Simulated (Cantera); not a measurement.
Charge: 1 mol LiOH, 1.6 mol H2O, 1.2 mol O2, held at 1448.15 K and 1.00 bar.

These are equilibrium values from Cantera (NASA tables, ideal gas, pure condensed phases), not measurements of a reactor. Candidate condensed phases: H2O, Li, LiH, LiOH, Li2O; 17 gas species. Rates play no part.

Base state: H2O 0.624, O2 0.361, LiOH 0.0146, Li2(OH)2 0.000543, OH 0.000140 (mole fractions); condensed: Li2O(s).

Q: What changes in the equilibrium state with this change: temperature from 1448.15 K to 1923 K?

A: 
| species | before | after |
|---|---|---|
| H2O | 0.624 | 0.420 |
| O2 | 0.361 | 0.315 |
| LiOH | 0.0146 | 0.259 |
| Li | 1.73e-8 | 9.32e-5 |
| Li2O | 6.41e-7 | 0.000828 |
| H | 9.04e-9 | 1.02e-5 |
| LiO | 1.21e-7 | 0.000126 |
| Li2O2 | 3.76e-7 | 0.000111 |
| Li2O(s), mol | 0.474 | 0 |

Q: What changes in the equilibrium state with this change: temperature from 1448.15 K to 925 K?

A: 
```tsv
species	before	after
H2O	0.624	0.571
O2	0.361	0.429
LiOH	0.0146	1.11e-6
OH	0.000140	6.74e-8
Li2(OH)2	0.000543	3.54e-7
Li2O(s), mol	0.474	0
LiOH(l), mol	0	1.000
```
Condensed phases not in the tables: the peroxide.
